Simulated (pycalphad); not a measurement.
Computed with pycalphad from the COST 507 light-alloy database (1999), at 1 atm. The database dates from 1999; later assessments differ in places, in temperatures and in the compounds included. Phase fractions are per mole of atoms.

Task: Give the equilibrium state of Si-37.8Al (at.%) at 977 °C.

Result: 
```
T = 1250.00 K, P = 101325 Pa, N = 1 mol of atoms
G = -53282 J/mol, H = 41441 J/mol, S = 75.78 J/(mol K)  (SER reference)
chemical potentials (J/mol): Si -42985, Al -70226
phase             fraction      x(Si)      x(Al)
LIQUID              0.6526     0.4208     0.5792
DIAMOND_A4          0.3474     1.0000   4.91e-05
```

Task: Give the equilibrium state of Si-37.8Al (at.%) at 277 °C.

Result: DIAMOND_A4, fraction 0.622, with <0.01 Al at.%; FCC_A1, fraction 0.378, with 99.96 Al at.%.

FCC_A1 is fcc; DIAMOND_A4 is diamond (Si).
